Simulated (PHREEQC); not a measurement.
0.1 mol of Vivianite (Fe3(PO4)2:8H2O) is brought to equilibrium with 1 kg of water, at 25 °C under several pressures of CO2. The system is closed to oxygen. The run lets Vivianite, Siderite precipitate or redissolve, and no other solid.

Computed with PHREEQC (ion-association model, phreeqc.dat).

```json
[
 {"log pCO2 (atm)": "-5", "pH": "7.58", "dissolved Fe (mol/kgw)": "7.23e-6", "dissolved P (mol/kgw)": "4.82e-6"},
 {"log pCO2 (atm)": "-4.5", "pH": "7.30", "dissolved Fe (mol/kgw)": "1.03e-5", "dissolved P (mol/kgw)": "6.86e-6"},
 {"log pCO2 (atm)": "-4", "pH": "7.02", "dissolved Fe (mol/kgw)": "1.53e-5", "dissolved P (mol/kgw)": "1.02e-5"},
 {"log pCO2 (atm)": "-3.5", "pH": "6.75", "dissolved Fe (mol/kgw)": "2.35e-5", "dissolved P (mol/kgw)": "1.57e-5"},
 {"log pCO2 (atm)": "-3", "pH": "6.47", "dissolved Fe (mol/kgw)": "3.73e-5", "dissolved P (mol/kgw)": "2.49e-5"},
 {"log pCO2 (atm)": "-2.5", "pH": "6.20", "dissolved Fe (mol/kgw)": "6.09e-5", "dissolved P (mol/kgw)": "4.06e-5"},
 {"log pCO2 (atm)": "-2", "pH": "5.93", "dissolved Fe (mol/kgw)": "0.000101", "dissolved P (mol/kgw)": "6.76e-5"},
 {"log pCO2 (atm)": "-1.5", "pH": "5.66", "dissolved Fe (mol/kgw)": "0.000172", "dissolved P (mol/kgw)": "0.000114"},
 {"log pCO2 (atm)": "-1", "pH": "5.39", "dissolved Fe (mol/kgw)": "0.000296", "dissolved P (mol/kgw)": "0.000197"},
 {"log pCO2 (atm)": "-0.5", "pH": "5.13", "dissolved Fe (mol/kgw)": "0.000520", "dissolved P (mol/kgw)": "0.000347"},
 {"log pCO2 (atm)": "0", "pH": "4.87", "dissolved Fe (mol/kgw)": "0.000936", "dissolved P (mol/kgw)": "0.000624"}
]
```
